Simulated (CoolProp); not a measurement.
Vapour-liquid equilibrium of methane (1) + ethylene (2) at 152.5 K; x and y are mole fractions of (1).

Computed with CoolProp (multi-fluid Helmholtz-energy mixture model, Setzmann 1991 and Smukala 2000; pair parameters Bell 2016).

```tsv
x	bubble pressure (bar)	y at the bubble point	dew pressure at overall composition x (bar)	liquid density (mol/L)
0.05	1.089	0.703	0.3484	21.20
0.125	2.178	0.857	0.3780	21.38
0.2	3.197	0.907	0.4131	21.56
0.275	4.139	0.931	0.4554	21.73
0.35	5.005	0.946	0.5072	21.88
0.425	5.803	0.956	0.5723	22.02
0.5	6.545	0.964	0.6566	22.14
0.575	7.248	0.970	0.7698	22.24
0.65	7.931	0.975	0.9301	22.31
0.725	8.616	0.980	1.174	22.34
0.8	9.331	0.985	1.592	22.34
0.875	10.10	0.990	2.465	22.27
0.95	10.97	0.996	5.298	22.14
```

No azeotrope shows between x = 0.05 and 0.95.

Pair parameters are fitted to limited data, so mixtures are less certain than the pure fluids. The gap from Raoult's law changes sign with composition, which may be real or a fault of the pair parameters; it wasn't checked against measurements.
